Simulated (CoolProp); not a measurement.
Dodecamethylpentasiloxane (MD3M) along the isotherm 620 K: density (kg/m³) from the reference equation and from simpler models built on Tc = 628.0 K, pc = 9.540 bar, ω = 0.730; each cubic takes its own stable root.

Computed with CoolProp (reference Helmholtz-energy equation of state, Thol 2019).

```json
[
 {"p (bar)": "1.79", "phase": "gas", "reference": "14.46"},
 {"p (bar)": "3.58", "phase": "gas", "reference": "31.88"},
 {"p (bar)": "5.37", "phase": "gas", "reference": "54.32"},
 {"p (bar)": "7.15", "phase": "gas", "reference": "87.77"},
 {"p (bar)": "8.94", "phase": "liquid", "reference": "417.4"},
 {"p (bar)": "10.7", "phase": "liquid", "reference": "445.2"},
 {"p (bar)": "12.5", "phase": "liquid", "reference": "461.4"},
 {"p (bar)": "14.3", "phase": "liquid", "reference": "473.1"}
]
```

Problem. How far does each simpler model (Redlich-Kwong, Peng-Robinson) lie from the reference over these 8 states: mean and median of the absolute difference, and the worst?

Solution. 
- Redlich-Kwong: mean 13.5 %, median 12.9 %, worst -31.6 % at 620 K and 8.94 bar
- Peng-Robinson: mean 5.7 %, median 4.4 %, worst -15.2 % at 620 K and 8.94 bar
